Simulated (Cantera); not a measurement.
Transport properties of process gases

Gas mixture: H2O : NO = 0.89 : 0.94 (molar parts), at 0.150 Torr, frozen composition.

Cantera's kinetic-theory transport with the Lennard-Jones parameters of GRI-Mech 3.0, ideal gas; thermal conductivity in the mixture-averaged form. Polar gases are described roughly by these parameters. The composition is frozen, though it would react at the higher temperatures.

| T (K) | ρ (kg/m³) | cp (J/kg/K) | μ (µPa s) | λ (mW/m/K) | Pr | D (cm²/s) N2 | D (cm²/s) CH3 | D (cm²/s) C2H2 |
|---|---|---|---|---|---|---|---|---|
| 400 | 0.000145 | 1326 | 18.8 | 34.6 | 0.721 | 1850 | 1970 | 1460 |
| 550 | 0.000106 | 1375 | 24.7 | 47.5 | 0.714 | 3250 | 3500 | 2620 |
| 700 | 8.31e-5 | 1435 | 30.2 | 61.1 | 0.709 | 4950 | 5340 | 4030 |
| 850 | 6.84e-5 | 1495 | 35.4 | 75.0 | 0.706 | 6910 | 7480 | 5660 |
| 1000 | 5.81e-5 | 1553 | 40.3 | 88.9 | 0.703 | 9120 | 9880 | 7500 |
| 1150 | 5.06e-5 | 1605 | 45.0 | 103 | 0.702 | 11500 | 12500 | 9540 |
| 1300 | 4.47e-5 | 1653 | 49.4 | 117 | 0.701 | 14200 | 15400 | 11800 |
| 1450 | 4.01e-5 | 1697 | 53.7 | 130 | 0.700 | 17000 | 18500 | 14100 |
D: mixture-averaged diffusion coefficient of that species in the mixture.
